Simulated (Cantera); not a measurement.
Feed: 1 mol BN, a varied amount of H2, at 1602 °C and 1.33 mbar.

Method: chemical equilibrium by Gibbs-energy minimisation in Cantera with the NASA 1993 tables (ideal gas, pure condensed phases). Candidate condensed phases: B, BN; 15 gas species. Mutual solubility and eutectic melting of coexisting phases are not modelled. The tables' values for BH2 are old estimates; treat these amounts as uncertain. Equilibrium is a limit: real reactors are often held back by kinetics, nucleation or transport.

x: gas mole fraction; n: condensed amount in mol.

| n(H2) (mol) | x H2 | x H | x N2 | x BH2 | x B | x BH | x BH3 | n B(s) | n BN(s) |
|---|---|---|---|---|---|---|---|---|---|
| 1.1 | 0.970 | 0.0177 | 0.0121 | 0.000211 | 1.08e-5 | 1.46e-6 | 8.84e-7 | (withheld) | 0.973 |
| 2.3 | 0.970 | 0.0177 | 0.0121 | 0.000211 | 1.08e-5 | 1.46e-6 | 8.84e-7 | (withheld) | 0.943 |
| 4.9 | 0.970 | 0.0177 | 0.0121 | 0.000211 | 1.08e-5 | 1.46e-6 | 8.84e-7 | (withheld) | 0.879 |
| 10 | 0.970 | 0.0177 | 0.0121 | 0.000211 | 1.08e-5 | 1.46e-6 | 8.84e-7 | (withheld) | 0.754 |
| 22 | 0.970 | 0.0177 | 0.0121 | 0.000211 | 1.08e-5 | 1.46e-6 | 8.84e-7 | (withheld) | 0.458 |
| 45 | 0.971 | 0.0177 | 0.0109 | 0.000211 | 1.08e-5 | 1.46e-6 | 8.85e-7 | 0.990 | 0 |
| 95 | 0.977 | 0.0177 | 0.00519 | 0.000212 | 1.08e-5 | 1.46e-6 | 8.93e-7 | 0.978 | 0 |
| 200 | 0.980 | 0.0178 | 0.00247 | 0.000213 | 1.08e-5 | 1.46e-6 | 8.97e-7 | 0.954 | 0 |
| 420 | 0.981 | 0.0178 | 0.00118 | 0.000213 | 1.08e-5 | 1.47e-6 | 8.99e-7 | 0.904 | 0 |
| 870 | 0.981 | 0.0178 | 0.000569 | 0.000213 | 1.08e-5 | 1.47e-6 | 8.99e-7 | (withheld) | 0 |

Question: Fill in the missing entries.

Answer: 
- 1.1, n B(s): 0.0268
- 2.3, n B(s): 0.0561
- 4.9, n B(s): 0.120
- 10, n B(s): 0.244
- 22, n B(s): 0.537
- 870, n B(s): 0.801
